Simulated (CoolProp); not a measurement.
Vapour-liquid equilibrium of propane (1) + R236FA (2) at 297.6 K; x and y are mole fractions of (1).

Model: multi-fluid Helmholtz-energy mixture model, Lemmon 2009 and Pan 2012; pair parameters Bell 2016, in CoolProp.

```tsv
x	bubble pressure, mixture model (MPa)	bubble pressure, Raoult's law (MPa)	y, mixture model	y, Raoult's law
0.05	0.3835	0.3006	0.311	0.156
0.125	0.5272	0.3510	0.513	0.334
0.2	0.6362	0.4014	0.610	0.468
0.275	0.7163	0.4517	0.666	0.572
0.35	0.7745	0.5021	0.703	0.654
0.425	0.8172	0.5525	0.729	0.722
0.5	0.8498	0.6029	0.751	0.779
0.575	0.8763	0.6533	0.771	0.826
0.65	0.8990	0.7037	0.792	0.867
0.725	0.9190	0.7541	0.816	0.903
0.8	0.9359	0.8044	0.846	0.934
0.875	0.9472	0.8548	0.887	0.961
0.95	0.9481	0.9052	0.946	0.985
```

The largest gap from Raoult's law is +58.6 % in bubble pressure, at x = 0.275. y crosses x between x = 0.875 and 0.95: the model has an azeotrope there.

The pair parameters rest on a limited set of measurements; away from them the model extrapolates. With so large a gap from Raoult's law the liquid may split in two, which this calculation doesn't test in full.
